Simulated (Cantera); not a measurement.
Feed: 1 mol Si, 3.3 mol Cl2, 15 mol H2, held at 1.33 mbar.

Method: chemical equilibrium by Gibbs-energy minimisation in Cantera with the NASA 1993 tables (ideal gas, pure condensed phases). Candidate condensed phases: Si; 19 gas species. The tables' values for SiCl3, SiCl are old estimates; treat these amounts as uncertain. Equilibrium is a limit: real reactors are often held back by kinetics, nucleation or transport.

Question: At 1700 K, list the 5 most abundant gas species with their mole fractions, and the condensed phases.

Answer: H2 0.691, HCl 0.250, SiCl2 0.0538, H 0.00336, Cl 0.000942. Condensed: gas only.
